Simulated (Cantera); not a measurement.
Charge: 1 mol Si3H8, 4.3 mol HCl, 74 mol H2, at 1223 K and 1.80 mbar.

Method: chemical equilibrium by Gibbs-energy minimisation in Cantera with the NASA 1993 tables (ideal gas, pure condensed phases). Candidate condensed phases: Si; 19 gas species. The feed counts by its element totals alone. The tables' values for SiCl3 are old estimates; treat these amounts as uncertain. Equilibrium is a limit: real reactors are often held back by kinetics, nucleation or transport.

Base state: H2 0.953, HCl 0.0422, SiCl2 0.00455, SiCl3 0.000188, SiCl4 6.23e-5, SiHCl3 4.34e-5 (mole fractions); condensed: Si(s).

Problem. What changes in the equilibrium state with this change: H2 from 74 to 260 mol?

Solution. 
| species | before | after |
|---|---|---|
| H2 | 0.953 | 0.985 |
| HCl | 0.0422 | 0.0149 |
| SiCl2 | 0.00455 | 0.000548 |
| SiCl4 | 6.23e-5 | 9.05e-7 |
| SiCl3 | 0.000188 | 7.89e-6 |
| Si(s), mol | 2.60 | 2.85 |
